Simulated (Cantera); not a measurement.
Input (Python, Cantera) and output of one run.

```python
import numpy as np
import cantera as ct

gas_names = [...]  # 123 gases of nasa_gas.yaml made of C, H, O, Si
cond_names = """
    C(gr) C6H6(L) C7H8(L) C8H18(L),n-octa H2O(s) H2O(L) Si(cr) Si(L) SiC(b) SiO2(Lqz) SiO2(hqz) SiO2(L)
""".split()


# ... load() reads the species with a 1 bar reference pressure and builds the phases ...
atoms = {
    'SiC': {'Si': 1, 'C': 1},
    'O2': {'O': 2},
    'H2': {'H': 2},
}
top_T = {'C(gr)': 4500, 'SiC(b)': 3050}  # K; cautious upper limits of use, not melting points


# ... equilibrate(T, P, feed) seeds the gas with the atoms and calls Mixture.equilibrate('TP', solver="vcs", rtol=1e-11, max_steps=5000) ...
results = []
feed = {'SiC': 1, 'O2': 0.83, 'H2': 27}  # mol
T = 1598.15  # K
P = 98000  # Pa
mix = equilibrate(T, P, feed)
results.append((T, P, feed, dict(zip(mix.species_names, mix.species_moles))))
print(gas.report(threshold=1e-05))
for i in range(1, mix.n_phases):
    print(f"{mix.phase(i).name:16s} {mix.phase_moles(i):12.5e} mol")
```

Output:

```
       temperature   1598.2 K
          pressure   98000 Pa
           density   0.018893 kg/m^3
  mean mol. weight   2.5617 kg/kmol
   phase of matter   gas

                          1 kg             1 kmol
                     ---------------   ---------------
          enthalpy        1.4571e+07        3.7326e+07  J
   internal energy        9.3838e+06        2.4039e+07  J
           entropy             71634        1.8351e+05  J/K
    Gibbs function        -9.991e+07       -2.5594e+08  J
 heat capacity c_p             12817             32832  J/K
 heat capacity c_v            9570.9             24518  J/K

                      mass frac. Y      mole frac. X     chem. pot. / RT
                     ---------------   ---------------   ---------------
               CH4          0.003296         0.0005263           -41.048
                CO           0.21735          0.019879            -39.22
                 H        2.0967e-05        5.3286e-05           -9.4154
                H2           0.77044           0.97899           -18.831
               H2O        0.00034829        4.9527e-05           -54.664
               SiO         0.0084977         0.0004938           -44.061
     [ +117 minor]        4.6365e-05        4.5168e-06

C(gr)             0.00000e+00 mol
Si(cr)            0.00000e+00 mol
SiC(b)            4.37686e-01 mol
SiO2(hqz)         5.48706e-01 mol
```

These are equilibrium values from Cantera (NASA tables, ideal gas, pure condensed phases), not measurements of a reactor. Mutual solubility and eutectic melting of coexisting phases are not modelled. The tables hold silica as quartz up to 1696 K and as liquid above; real silica turns to tridymite and cristobalite and melts near 1996 K.
